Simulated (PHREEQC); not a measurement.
Consider water at 25 °C with 0.15 mol/kgw Pb(NO3)2, 0.00018 mol/kgw ZnCl2, 3.2e-05 mol/kgw H2SO4 and 0.0013 mol/kgw Na2SO4. Closed to the air; pH follows from the charge balance.

Equilibrium calculation in PHREEQC: ion-association model, phreeqc.dat.

```json
{
  "pH": "4.06",
  "ionic_strength": "0.311 mol/kgw",
  "activity_of_water": "0.993",
  "total_alkalinity": "-0.0640 meq/kg"
}
```

```
species  molality  activity   log γ
-------  --------  --------  ------
NO3-        0.230     0.151  -0.184
Pb+2       0.0792    0.0228  -0.540
PbNO3+     0.0696    0.0510  -0.135
Na+       0.00260   0.00189  -0.137
PbSO4    0.000991   0.00106   0.031
SO4-2    0.000335   8.29e-5  -0.606
Cl-      0.000195  0.000133  -0.166
Zn+2     0.000179   4.56e-5  -0.594
```

Precipitation was switched off in this run. Saturation is exceeded, for instance for Anglesite; the values hold only as long as no solid forms.
